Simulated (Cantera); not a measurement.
Hydrogen reduction and annealing atmospheres: Fe₂O₃ + H₂ + H₂O

Feed: 1 mol Fe₂O₃, 340 mol H₂, 0.09 mol H₂O, equilibrated at 101000 Pa.

Equilibrium computed with Cantera from the NASA thermochemical tables; the gas is ideal and each condensed phase is pure. Candidate condensed phases: Fe, FeO, Fe(OH)₂, Fe(OH)₃, Fe₂O₃, Fe₃O₄, H₂O; 12 gas species. Equilibrium is a limit: real reactors are often held back by kinetics, nucleation or transport.

```
T (K)   x H₂    x H₂O       x H      x Fe  n Fe(α)  n Fe(γ)  n Fe(δ)  n Fe(l)
-----  -----  -------  --------  --------  -------  -------  -------  -------
798    0.991  0.00909  2.64e-12    <1e-12     2.00        0        0        0
898    0.991  0.00909  1.08e-10    <1e-12     2.00        0        0        0
998    0.991  0.00909   2.13e-9    <1e-12     2.00        0        0        0
1098   0.991  0.00909   2.45e-8  1.15e-12     2.00        0        0        0
1198   0.991  0.00909   1.88e-7  4.58e-11        0     2.00        0        0
1298   0.991  0.00909   1.06e-6   1.02e-9        0     2.00        0        0
1398   0.991  0.00909   4.68e-6   1.44e-8        0     2.00        0        0
1498   0.991  0.00909   1.70e-5   1.42e-7        0     2.00        0        0
1598   0.991  0.00909   5.26e-5   1.04e-6        0     2.00        0        0
1698   0.991  0.00909  0.000143   6.01e-6        0        0     2.00        0
1798   0.991  0.00908  0.000348   2.82e-5        0        0     1.99        0
1898   0.990  0.00908  0.000773  0.000107        0        0        0     1.96
```
x: gas mole fraction; n: condensed amount in mol.

From 798 K to 1098 K the condensed part is Fe(α). From 1198 K to 1598 K the condensed part is Fe(γ). From 1698 K to 1798 K the condensed part is Fe(δ). At 1898 K the condensed part is Fe(l).
